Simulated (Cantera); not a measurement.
A closed system holds: 1 mol Si₂H₆, 150 mol N₂, held at 1548.15 K and 0.320 bar.

Equilibrium computed with Cantera from the NASA thermochemical tables; the gas is ideal and each condensed phase is pure. Candidate condensed phases: Si, Si₃N₄; 18 gas species. The feed counts by its element totals alone. Equilibrium is a limit: real reactors are often held back by kinetics, nucleation or transport.

Base state: N₂ 0.980, H₂ 0.0198 (mole fractions); condensed: Si₃N₄(s).

**Question.** What changes in the equilibrium state with this change: Si₂H₆ replaced by SiHCl₃?

**Answer.** 
```tsv
species	before	after
N₂	0.980	0.989
HCl	0	0.00611
SiCl₂	0	0.00267
H₂	0.0198	0.000242
SiCl₄	0	0.00126
SiCl₃	0	0.00109
Cl	0	1.71e-5
Si₃N₄(s), mol	0.667	0.0793
```
The tables' values for SiCl₃ are old estimates; treat these amounts as uncertain. Further candidate phases: NH₄Cl.
